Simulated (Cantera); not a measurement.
## Low-pressure radical oxidation in H2/O2

An isothermal, constant-pressure homogeneous reactor starts with H2 : O2 = 0.21 : 1 (molar parts), equivalence ratio 0.10, at 1423 K and 7.43 Torr.

Model: the H2/O2 subset of GRI-Mech 3.0, which has no nitrogen chemistry, integrated in Cantera. Radical loss at walls, strong at low pressure, is not modelled. The temperature is held fixed by assumption; the heat of reaction is taken as removed at once.

```
t (s)         x H2   x O2      x OH       x H     x H2O    x HO2       x O
--------  --------  -----  --------  --------  --------  -------  --------
4.00e-6      0.174  0.826  8.51e-10   1.28e-8  6.26e-11  1.36e-8  8.66e-10
1.32e-5      0.174  0.826   7.81e-9   3.87e-8   1.96e-9  4.49e-8   8.24e-9
4.35e-5      0.174  0.826   6.20e-8   1.30e-7   5.31e-8  1.48e-7   7.10e-8
0.000143     0.174  0.826   8.70e-7   1.30e-6   1.88e-6  4.87e-7   1.06e-6
0.000473     0.171  0.825  0.000678  0.000987   0.00183  1.64e-6  0.000838
0.00156    0.00790  0.709    0.0168    0.0449     0.135  3.50e-6    0.0864
0.00514    0.00748  0.716    0.0165    0.0405     0.139  3.54e-6    0.0805
0.0169     0.00618  0.736    0.0152    0.0285     0.151  3.61e-6    0.0633
0.0558     0.00312  0.775    0.0111   0.00920     0.172  3.32e-6    0.0295
0.184     0.000566  0.803   0.00479  0.000668     0.186  1.61e-6   0.00512
0.607      6.24e-5  0.809   0.00160   2.42e-5     0.189  3.41e-7  0.000560
2.00       8.88e-6  0.810  0.000604   1.30e-6     0.190  1.08e-7   7.96e-5
```
x: mole fraction; the columns are a selection and need not sum to one.

Equilibrium at this temperature and pressure: H2 1.36e-6, O2 0.810, OH 0.000237, H 7.85e-8, H2O 0.190, HO2 1.30e-7, O 1.23e-5 (gas phase only).
